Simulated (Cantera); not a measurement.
Stirred combustor or abatement burner

A perfectly stirred reactor is fed with CH₃OH : O₂ : N₂ = 1 : 2.42 : 9.1 (molar parts), equivalence ratio 0.62, at 10.0 bar; it is adiabatic with a 775 K inlet, and is followed from long to short residence time, starting on the burning branch (τ in s: 0.07, 0.032, 0.015, 0.0068, 0.0032, 0.0015, 0.00067, 0.00031, 0.00014, 6.6e-05, 3e-05).

Computed with Cantera and GRI-Mech 3.0 (53 species, 325 reactions). GRI-Mech 3.0 was tuned for natural gas; its chemistry of methanol as a main component is partial and can be far from experiment.

```json
[
 {"τ (s)": "0.070", "T (K)": "2116", "x CH₃OH": "3.11e-7", "x O₂": "0.0696", "x C₂H₂": "<1e-12", "x CO": "0.000335", "x H₂O": "0.152"},
 {"τ (s)": "0.032", "T (K)": "2117", "x CH₃OH": "6.66e-7", "x O₂": "0.0700", "x C₂H₂": "<1e-12", "x CO": "0.000371", "x H₂O": "0.152"},
 {"τ (s)": "0.015", "T (K)": "2117", "x CH₃OH": "1.38e-6", "x O₂": "0.0701", "x C₂H₂": "2.15e-12", "x CO": "0.000441", "x H₂O": "0.152"},
 {"τ (s)": "0.0068", "T (K)": "2116", "x CH₃OH": "2.88e-6", "x O₂": "0.0703", "x C₂H₂": "7.58e-12", "x CO": "0.000586", "x H₂O": "0.152"},
 {"τ (s)": "0.0032", "T (K)": "2113", "x CH₃OH": "5.61e-6", "x O₂": "0.0704", "x C₂H₂": "2.02e-11", "x CO": "0.000852", "x H₂O": "0.152"},
 {"τ (s)": "0.0015", "T (K)": "2107", "x CH₃OH": "1.05e-5", "x O₂": "0.0706", "x C₂H₂": "4.19e-11", "x CO": "0.00133", "x H₂O": "0.152"},
 {"τ (s)": "0.00067", "T (K)": "2097", "x CH₃OH": "1.96e-5", "x O₂": "0.0709", "x C₂H₂": "7.09e-11", "x CO": "0.00221", "x H₂O": "0.151"},
 {"τ (s)": "0.00031", "T (K)": "2082", "x CH₃OH": "3.48e-5", "x O₂": "0.0716", "x C₂H₂": "1.04e-10", "x CO": "0.00364", "x H₂O": "0.151"},
 {"τ (s)": "0.00014", "T (K)": "2057", "x CH₃OH": "6.27e-5", "x O₂": "0.0727", "x C₂H₂": "1.63e-10", "x CO": "0.00611", "x H₂O": "0.149"},
 {"τ (s)": "6.6e-5", "T (K)": "2020", "x CH₃OH": "0.000113", "x O₂": "0.0746", "x C₂H₂": "3.17e-10", "x CO": "0.0100", "x H₂O": "0.148"},
 {"τ (s)": "3.0e-5", "T (K)": "1956", "x CH₃OH": "0.000238", "x O₂": "0.0787", "x C₂H₂": "9.47e-10", "x CO": "0.0174", "x H₂O": "0.146"}
]
```
x: mole fraction; the columns are a selection and need not sum to one.
